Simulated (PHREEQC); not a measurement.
Solution (75 °C and 500 atm): 0.028 mol LiOH and 0.021 mol (CH3)4NCl per kg of water. It is in equilibrium with CO2 at log p = -1 (atm). Otherwise closed; pH follows from the charge balance.

Model: ion-association model, phreeqc.dat, run in PHREEQC.

pH: 7.61
ionic strength: 0.0493 mol/kgw
total alkalinity: 28.0 meq/kg

| species | molality | activity | log γ |
|---|---|---|---|
| Li+ | 0.0280 | 0.0231 | -0.084 |
| HCO3- | 0.0275 | 0.0225 | -0.087 |
| Cl- | 0.0210 | 0.0169 | -0.095 |
| (CH3)4N+ | 0.0210 | 0.0169 | -0.094 |
| CO2 | 0.000702 | 0.000710 | 0.005 |
| CO3-2 | 0.000257 | 0.000116 | -0.347 |
| OH- | 1.59e-5 | 1.27e-5 | -0.096 |
| (CO2)2 | 3.17e-8 | 3.21e-8 | 0.005 |
| H+ | 2.87e-8 | 2.43e-8 | -0.073 |

This is a speciation only: nothing precipitates in the calculation. Under pressure, the constants of complexes without a molar volume in the database are unreliable. (CH3)4N+ isn't in the database: it is added as a free cation with an ion size of 4 Å. Constants without temperature data keep their 25 °C values here.
